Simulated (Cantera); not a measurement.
# Equilibrium for tantalum, niobium, vanadium and zirconium in process gases: V + O₂ + N₂

A closed system holds: 1 mol V, 2.6 mol O₂, 18 mol N₂, held at 55.0 Pa.

Equilibrium computed with Cantera from the NASA thermochemical tables; the gas is ideal and each condensed phase is pure. Candidate condensed phases: V, VN, VO, V₂O₃, V₂O₄, V₂O₅; 13 gas species. Equilibrium is a limit: real reactors are often held back by kinetics, nucleation or transport.

From 1750 °C to 2450 °C nothing is condensed. The main V-bearing gas is VO₂ throughout.

```
T (°C)   x N₂      x O     x O₂   x VO₂     x NO
------  -----  -------  -------  ------  -------
1750    0.867  0.00901   0.0703  0.0483  0.00495
1850    0.863   0.0177   0.0651  0.0481  0.00614
1950    0.856   0.0318   0.0570  0.0477  0.00722
2050    0.847   0.0518   0.0459  0.0470  0.00797
2150    0.836   0.0759   0.0330  0.0461  0.00816
2250    0.826   0.0997   0.0208  0.0447  0.00771
2350    0.817    0.119   0.0117  0.0421  0.00679
2450    0.809    0.134  0.00626  0.0373  0.00576
```
x: gas mole fraction; nothing condenses.
